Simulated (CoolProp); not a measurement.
Saturated liquid density (kg/m³) of 1-butene: the reference equation beside estimates from Tc = 419.3 K, pc = 4.006 MPa, ω = 0.192. Rackett uses Z = 0.29056 − 0.08775 ω.

Computed with CoolProp (reference Helmholtz-energy equation of state, Lemmon 2005). It is a short technical equation, of lower accuracy than the large ones.

| T (K) | reference | Rackett | van der Waals | Redlich-Kwong | Soave-Redlich-Kwong | Peng-Robinson |
|---|---|---|---|---|---|---|
| 233.7 | 662.4 | 657.4 | 408.6 | 604.1 | 614.3 | 692.5 |
| 242.3 | 653.1 | 648.4 | 403.3 | 595.1 | 606.1 | 683.8 |
| 250.8 | 643.7 | 639.3 | 397.9 | 585.8 | 597.7 | 674.7 |
| 259.4 | 634.1 | 629.9 | 392.3 | 576.1 | 588.7 | 665.0 |
| 267.9 | 624.4 | 620.3 | 386.5 | 566.1 | 579.4 | 655.0 |
| 276.5 | 614.4 | 610.5 | 380.5 | 555.6 | 569.6 | 644.3 |
| 285 | 604.3 | 600.4 | 374.4 | 544.8 | 559.4 | 633.2 |
| 293.6 | 593.8 | 590.0 | 367.9 | 533.3 | 548.6 | 621.3 |
| 302.1 | 583.2 | 579.4 | 361.3 | 521.5 | 537.3 | 608.8 |
| 310.7 | 572.1 | 568.2 | 354.3 | 509.1 | 525.2 | 595.4 |
| 319.3 | 560.5 | 556.7 | 347.0 | 496.0 | 512.5 | 581.2 |
| 327.8 | 548.7 | 544.8 | 339.4 | 482.3 | 499.1 | 566.2 |
| 336.4 | 536.1 | 532.3 | 331.3 | 467.8 | 484.7 | 550.0 |

Absolute difference from the reference over all 13 rows, mean and median: Rackett 0.7 and 0.7 %, van der Waals 38.1 and 38.1 %, Redlich-Kwong 10.2 and 9.8 %, Soave-Redlich-Kwong 7.8 and 7.4 %, Peng-Robinson 4.3 and 4.6 %.
